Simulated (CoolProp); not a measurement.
Vapour-liquid equilibrium of fluoroethane (R161) (1) + R1234yf (2) at 271.2 K; x and y are mole fractions of (1).

Values from CoolProp's multi-fluid Helmholtz-energy mixture model, Wu 2012 and Lemmon 2022; pair parameters Bell 2016.

```tsv
x	bubble pressure (kPa)	y at the bubble point	dew pressure at overall composition x (kPa)	liquid density (mol/L)
0.05	303.2	0.071	300.8	10.56
0.125	314.4	0.171	309.1	10.86
0.2	325.2	0.263	317.7	11.17
0.275	335.6	0.349	326.6	11.50
0.35	345.5	0.429	335.7	11.85
0.425	354.9	0.504	345.0	12.21
0.5	363.8	0.575	354.4	12.60
0.575	372.2	0.642	363.8	13.01
0.65	380.0	0.707	373.1	13.45
0.725	387.3	0.771	382.1	13.91
0.8	394.1	0.833	390.5	14.40
0.875	400.3	0.895	398.3	14.92
0.95	405.9	0.958	405.3	15.47
```

No azeotrope shows between x = 0.05 and 0.95.

The pair parameters rest on a limited set of measurements; away from them the model extrapolates.
